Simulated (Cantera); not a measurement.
Al + HCl + N2 (aluminium nitride and oxide growth)

Input: 1 mol Al, 0.52 mol HCl, 200 mol N2, held at 32.3 Torr.

Cantera equilibrium calculation (NASA polynomials, part measured and part estimated; ideal gas, pure solids and liquids). Candidate condensed phases: Al, AlCl3, AlN, NH4Cl; 20 gas species. The tables' values for AlCl2 are old estimates; treat these amounts as uncertain. Kinetics and transport are ignored.

From 773 K to 1973 K the condensed part is AlN(s). From 2123 K to 2273 K nothing is condensed. The main Al-bearing gas is AlCl3 at 773 K and AlCl at 2273 K.

| T (K) | x N2 | x AlCl | x Al | x H2 | x HCl | x H | x AlCl3 | x AlCl2 | n AlN(s) |
|---|---|---|---|---|---|---|---|---|---|
| 773 | 0.998 | <1e-12 | <1e-12 | 0.000728 | 0.00114 | <1e-12 | 0.000485 | 2.14e-11 | 0.903 |
| 923 | 0.998 | 1.26e-11 | <1e-12 | 0.000769 | 0.00106 | 3.27e-11 | 0.000513 | 4.77e-9 | 0.897 |
| 1073 | 0.998 | 7.47e-9 | <1e-12 | 0.000798 | 0.00100 | 1.91e-9 | 0.000532 | 2.29e-7 | 0.894 |
| 1223 | 0.998 | 9.00e-7 | <1e-12 | 0.000820 | 0.000960 | 4.15e-8 | 0.000544 | 4.17e-6 | 0.890 |
| 1373 | 0.998 | 3.67e-5 | 6.13e-11 | 0.000842 | 0.000914 | 4.66e-7 | 0.000524 | 3.83e-5 | 0.880 |
| 1523 | 0.997 | 0.000599 | 1.50e-8 | 0.000915 | 0.000765 | 3.37e-6 | 0.000304 | 0.000160 | 0.787 |
| 1673 | 0.996 | 0.00216 | 1.35e-6 | 0.00116 | 0.000265 | 1.87e-5 | 9.76e-6 | 6.95e-5 | 0.551 |
| 1823 | 0.996 | 0.00254 | 5.76e-5 | 0.00124 | 4.19e-5 | 7.35e-5 | 3.73e-8 | 5.72e-6 | 0.478 |
| 1973 | 0.995 | 0.00258 | 0.00137 | 0.00118 | 7.42e-6 | 0.000223 | 2.37e-10 | 5.45e-7 | 0.205 |
| 2123 | 0.993 | 0.00256 | 0.00240 | 0.00101 | 1.36e-5 | 0.000549 | 2.21e-10 | 6.07e-7 | 0 |
| 2273 | 0.993 | 0.00251 | 0.00245 | 0.000727 | 3.26e-5 | 0.00109 | 5.07e-10 | 1.03e-6 | 0 |
x: gas mole fraction; n: condensed amount in mol.
